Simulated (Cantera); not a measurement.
What does this Cantera script print?

```python
import numpy as np
import cantera as ct

gas = ct.Solution("gri30.yaml")
gas.TPX = 1775, 38000, {'CH4': 1, 'C2H6': 0.047, 'O2': 2.33, 'N2': 8.75}
reactor = ct.IdealGasReactor(gas, energy="on", clone=False)
net = ct.ReactorNet([reactor])
net.rtol, net.atol = 1e-08, 1e-16
show = ['CH4', 'C2H6', 'O2', 'C2H4', 'NO']
times = np.geomspace(9e-06, 1, 11)

steps = ct.SolutionArray(gas, extra=["t"])
rows = []
print(f"{'t/s':>10s}{'T/K':>9s}{'P/Pa':>11s}" + "".join(f"{s:>11s}" for s in show))
for t in times:
    while net.time < t:
        t_next = net.step()
        steps.append(gas.state, t=t_next)
    rows.append([np.interp(t, steps.t, y) for y in (steps.T, steps.P, *steps(*show).X.T)])
    print(f"{t:10.3e}{rows[-1][0]:9.1f}{rows[-1][1]:11.4g}" + "".join(f"{x:11.3e}" for x in rows[-1][2:]))
rate = np.gradient(steps.T, steps.t)
print("integrator steps:", len(steps.t))
if steps.T.max() > steps.T[0] + 200:
    print(f"time of steepest temperature rise: {steps.t[rate.argmax()]:.4e} s")
gas.TPX = 1775, 38000, {'CH4': 1, 'C2H6': 0.047, 'O2': 2.33, 'N2': 8.75}
gas.equilibrate("UV")
print(f"equilibrium (UV): T = {gas.T:.1f} K  " + "  ".join(f"{s} {gas[s].X[0]:.3e}" for s in show))
```

It prints:

```
       t/s      T/K       P/Pa        CH4       C2H6         O2       C2H4         NO
 9.000e-06   1770.1  3.791e+04  8.234e-02  3.411e-03  1.920e-01  1.835e-05  2.455e-12
 2.876e-05   1764.5  3.784e+04  8.115e-02  2.564e-03  1.911e-01  2.932e-04  4.368e-11
 9.192e-05   1924.1  4.194e+04  5.422e-02  5.207e-04  1.659e-01  3.337e-03  1.554e-08
 2.937e-04   2827.5  6.507e+04  9.664e-16  2.519e-30  3.618e-02  7.944e-24  1.827e-03
 9.387e-04   2861.7  6.564e+04  1.411e-15  4.377e-30  3.335e-02  1.217e-23  8.129e-03
 3.000e-03   2857.0  6.548e+04  1.500e-15  4.850e-30  3.132e-02  1.305e-23  1.373e-02
 9.587e-03   2856.7  6.547e+04  1.507e-15  4.887e-30  3.117e-02  1.312e-23  1.414e-02
 3.064e-02   2856.7  6.547e+04  1.507e-15  4.887e-30  3.117e-02  1.312e-23  1.414e-02
 9.791e-02   2856.7  6.547e+04  1.507e-15  4.887e-30  3.117e-02  1.312e-23  1.414e-02
 3.129e-01   2856.7  6.547e+04  1.507e-15  4.887e-30  3.117e-02  1.312e-23  1.414e-02
 1.000e+00   2856.7  6.547e+04  1.507e-15  4.887e-30  3.117e-02  1.312e-23  1.414e-02
integrator steps: 1554
time of steepest temperature rise: 1.1259e-04 s
equilibrium (UV): T = 2856.7 K  CH4 2.048e-15  C2H6 9.024e-30  O2 3.117e-02  C2H4 1.460e-23  NO 1.414e-02
```

Computed with Cantera and GRI-Mech 3.0 (53 species, 325 reactions).
